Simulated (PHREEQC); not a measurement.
Make-up at 25 °C: 15 mmol/kgw KCl, 0.34 mmol/kgw MnCl2 and 58 mmol/kgw NaCl. Closed to the air; pH follows from the charge balance.

Equilibrium calculation in PHREEQC: ion-association model, phreeqc.dat.

Precipitation was switched off in this run.

**Question.** Estimate the pH, specific conductance.

**Answer.** pH 6.92; specific conductance 8200 µS/cm.

**Question.** In which forms is Mn present?

**Answer.** Mn+2 88 %, MnCl+ 11 % of the Mn.

Species that the database lacks are ignored.
